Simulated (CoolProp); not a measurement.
Vapour-liquid equilibrium of cyclohexane (1) + n-dodecane (2) at 5.57 bar; x and y are mole fractions of (1).

Model: multi-fluid Helmholtz-energy mixture model, Zhou 2014 and Lemmon 2004; pair parameters Bell 2016, in CoolProp.

**Question.** Give the bubble temperature and the first vapour's composition at x = 0.45, 0.65, 0.75. Is there an azeotrope?

**Answer.** x = 0.45: 477.3 K, y = 0.908; x = 0.65: 451.1 K, y = 0.971; x = 0.75: 441.3 K, y = 0.984. No azeotrope shows between x = 0.05 and 0.95.

Pair parameters are fitted to limited data, so mixtures are less certain than the pure fluids.
